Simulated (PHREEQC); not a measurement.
Synthetic water in mg/L, 25 °C, pH 6.16, pe 8.2: Na 0.0205; K 0.00996; Ca 0.0082; Mg 0.00272; Cl 0.0368; S(6) as SO4 0.0252; Alkalinity as HCO3 0.0129; Br 7.91e-05; Pb 0.00153; B 2.97e-06.

Cl is adjusted to close the charge balance.
Valence states are taken as typed.

Equilibrium calculation in PHREEQC: ion-association model, wateq4f.dat.

```tsv
quantity	before	after
ionic strength (mol/kgw)	3.07e-6	3.07e-6
CO2 (mol/kgw)	1.38e-6	7.32e-7
HCO3- (mol/kgw)	8.90e-7	4.66e-7
PbOH+ (mol/kgw)	2.01e-10	2.01e-10
CO3-2 (mol/kgw)	6.07e-11	5.04e-11
HSO4- (mol/kgw)	1.75e-11	8.29e-11
SI of Pb(OH)2 (Pb(OH)2)	-3.98	-2.26
SI of Anglesite (PbSO4)	-6.94	-7.21
```

What was changed between the two runs?
A. pH from 6.16 to 5.5 at the same alkalinity
B. temperature from 25 to 85 °C at the same typed pH
C. Na from 0.0205 to 0.041 mg/L

B, temperature from 25 to 85 °C at the same typed pH

Precipitation was switched off in this run. Constants without temperature data keep their 25 °C values here.
